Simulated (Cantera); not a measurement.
Input (Python, Cantera) and output of one run.

```python
import numpy as np
import cantera as ct

gas_names = """
    CL CL2 H HCL H2 N NH NH2 NH3 N2 N2H2 N2H4 Si SiCL SiCL2 SiCL3 SiCL4 SiH SiHCL3 SiH2 SiH2CL2 SiH3
    SiH3CL SiH4 SiN Si2 Si2N Si3
""".split()
cond_names = """
    NH4CL(a) NH4CL(b) Si(cr) Si(L) Si3N4(a)
""".split()


def load(file, names, dense=False):
    # The tables refer to 1 bar. Condensed volumes are neglected.
    table = {s.name: s for s in ct.Species.list_from_file(file)}
    out = []
    for n in names:
        d = dict(table[n].input_data)
        d["thermo"] = dict(d["thermo"], **{"reference-pressure": 1e5})
        if dense:
            d["equation-of-state"] = {"model": "constant-volume", "density": "1e6 g/cm^3"}
        out.append(ct.Species.from_dict(d))
    return out


gas = ct.Solution(thermo="ideal-gas", species=load("nasa_gas.yaml", gas_names))
cond = {s.name: ct.Solution(thermo="fixed-stoichiometry", species=[s], name=s.name)
        for s in load("nasa_condensed.yaml", cond_names, dense=True)}
atoms = {
    'SiHCl3': {'Si': 1, 'H': 1, 'CL': 3},
    'N2': {'N': 2},
    'H2': {'H': 2},
}
top_T = {'Si3N4(a)': 2400}  # K; cautious upper limits of use, not melting points


def equilibrate(T, P, feed):
    n = {}
    for name, mol in feed.items():
        for a, k in atoms[name].items():
            n[a] = n.get(a, 0.0) + k * mol
    gas.TPX = T, P, n
    mass = sum(n.values()) * gas.mean_molecular_weight
    gas.equilibrate("TP")
    valid = [c for c in cond.values() if c.min_temp <= T <= top_T.get(c.name, c.max_temp)]
    mix = ct.Mixture([(gas, mass / gas.mean_molecular_weight)] + [(c, 0.0) for c in valid])
    mix.T, mix.P = T, P
    mix.equilibrate("TP", solver="vcs", rtol=1e-11, max_steps=5000)
    return mix


results = []
T = 1398  # K
P = 1100  # Pa
for m in [3.3, 4.7, 6.1, 7.5, 8.9, 10, 12, 13, 15, 16, 17]:
    feed = {'SiHCl3': 1, 'N2': 0.56, 'H2': m}  # mol
    mix = equilibrate(T, P, feed)
    results.append((T, P, feed, dict(zip(mix.species_names, mix.species_moles))))

top = {s: max(r[3][s] / sum(r[3][g] for g in gas_names) for r in results) for s in gas_names}
cols = sorted((s for s in top if top[s] > 1e-05), key=lambda s: -top[s])[:5]
seen = [c for c in cond_names if any(r[3].get(c, 0) > 1e-12 for r in results)]
print("log10 of partial pressures in bar; condensed amounts in mol")
print(f"{'n(H2)':>10s}" + "".join(f"{s[:9]:>10s}" for s in cols + seen))
for T, P, feed, n in results:
    ng = sum(n[g] for g in gas_names)
    print(f"{feed['H2']:10.4g}" + "".join(f"{np.log10(max(n[s] / ng * P / 1e5, 1e-99)):10.3f}" for s in cols)
          + "".join(f"{n.get(c, 0):10.4g}" for c in seen))
```

Output:

```
log10 of partial pressures in bar; condensed amounts in mol
     n(H2)        H2       HCL     SiCL2        N2     SiCL4  Si3N4(a)
       3.3    -2.237    -2.396    -3.281    -3.469    -3.799    0.1974
       4.7    -2.171    -2.466    -3.373    -3.641    -4.098    0.2098
       6.1    -2.130    -2.530    -3.452    -3.775    -4.346    0.2178
       7.5    -2.102    -2.587    -3.521    -3.885    -4.557    0.2234
       8.9    -2.082    -2.639    -3.582    -3.978    -4.740    0.2275
        10    -2.070    -2.675    -3.625    -4.041    -4.869    0.2301
        12    -2.053    -2.735    -3.695    -4.142    -5.075    0.2339
        13    -2.046    -2.762    -3.726    -4.186    -5.168    0.2354
        15    -2.035    -2.812    -3.784    -4.266    -5.337    0.2379
        16    -2.031    -2.835    -3.810    -4.302    -5.413     0.239
        17    -2.027    -2.857    -3.835    -4.336    -5.486      0.24
```

Cantera equilibrium calculation (NASA polynomials, part measured and part estimated; ideal gas, pure solids and liquids). N2 is the only nitrogen source here; it is nearly inert below about 1500 K, so the nitride shown seldom forms there in practice. The tables' values for SiCl3 are old estimates; treat these amounts as uncertain.
